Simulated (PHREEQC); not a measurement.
A column of 1 m (30 cells, dispersivity 0.05 m, 720 s a shift, diffusion coefficient 3e-10 m²/s) holds 0.0068 eq of the database's cation exchanger X per kg of pore water, first in equilibrium with 33 mmol/kgw MgSO4, 12 mmol/kgw KBr, 0.43 mmol/kgw CdCl2 and 0.01 mmol/kgw HCl. It is flushed with 0.006 mol MgCl2, 0.00089 mol MnCl2 and 1e-05 mol HCl per kg of water, at 15 °C. Values are for the last cell. CO2 from the air is kept out. No solid was allowed to form.

The series has 31 steps of pore volumes, from 0 to 3.017.

Computed with PHREEQC (ion-association model, phreeqc.dat).

Q: After how many pore volumes does Mn at the outlet first reach half of its feed value?

A: By 1.4 pore volumes.

Complexes and solids missing from the database can't appear.
